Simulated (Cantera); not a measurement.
A perfectly stirred reactor is fed with CH4 : H2 = 1 : 3.3 (molar parts), at 760 Torr; it is held at 1723 K, and followed from long to short residence time.

Model: GRI-Mech 3.0 (53 species, 325 reactions), integrated in Cantera. GRI-Mech 3.0 stops at C3 and has no aromatics, soot or wall deposition, so with more carbon than oxygen in the feed, carbon stays in small species such as C2H2 where larger ones or solid carbon would form.

Task: Predict: x(CH4) at τ = 6.50 s; x(H2) at τ = 6.50 s; x(CH2) at τ = 6.50 s; x(C2H2) at τ = 6.50 s; x(C2H) at τ = 6.50 s; x(CH4) at τ = 0.180 s; x(H2) at τ = 0.180 s; x(CH2) at τ = 0.180 s; x(C2H2) at τ = 0.180 s; x(C2H) at τ = 0.180 s.

Result: 
```json
{
 "x(CH4) at τ = 6.50 s": "0.0274",
 "x(H2) at τ = 6.50 s": "0.889",
 "x(CH2) at τ = 6.50 s": "2.16e-8",
 "x(C2H2) at τ = 6.50 s": "0.0805",
 "x(C2H) at τ = 6.50 s": "9.64e-8",
 "x(CH4) at τ = 0.180 s": "0.0637",
 "x(H2) at τ = 0.180 s": "0.867",
 "x(CH2) at τ = 0.180 s": "4.33e-8",
 "x(C2H2) at τ = 0.180 s": "0.0661",
 "x(C2H) at τ = 0.180 s": "7.53e-8"
}
```
